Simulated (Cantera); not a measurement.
Input: 1 mol Cu2O, 0.94 mol C, 0.2 mol CO, equilibrated at 7.50 Torr.

Cantera equilibrium calculation (NASA polynomials, part measured and part estimated; ideal gas, pure solids and liquids). Candidate condensed phases: C, Cu, CuO, Cu2O; 15 gas species. Rates play no part.

Problem. Which condensed phases are stable at each of these points (T (°C)): 902, 977, 1052, 1127, 1202, 1277, 1352, 1427?

Solution. 
```csv
T (°C),condensed phases,Cu condensed (%)
902,Cu(s),100.0
977,Cu(s),100.0
1052,Cu(s),100.0
1127,Cu(l),100.0
1202,Cu(l),100.0
1277,Cu(l),99.9
1352,Cu(l),99.7
1427,Cu(l),99.1
```

From 902 °C to 1052 °C the condensed part is Cu(s). From 1127 °C to 1427 °C the condensed part is Cu(l).
